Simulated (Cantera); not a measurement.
Cantera with NASA thermochemical tables; ideal gases at 1 bar, condensed phases pure. Values are per mole of reaction as written; species without (g) are pure solids or liquids, kept so even where they would boil at 1 bar.

3 NiS2 + 2 H2(g) → 2 H2S(g) + Ni3S4, with ΔH° = 51.9 kJ and ΔS° = 120.5 J/K at 300 K.

Task: How far is the shortcut ΔG° ≈ ΔH°(300 K) − T·ΔS°(300 K) from the full temperature-dependent value at 373, 423, 473, 523, 573 K?

Result: 
```tsv
T (K)	shortcut (kJ)	full (kJ)	difference (kJ)	difference in log10 K
373	7.0	7.3	-0.3	0.04
423	1.0	1.7	-0.7	0.09
473	-5.1	-3.8	-1.3	0.14
523	-11.1	-9.1	-2.0	0.20
573	-17.1	-14.4	-2.7	0.25
```
The shortcut ignores the heat-capacity change of the reaction.
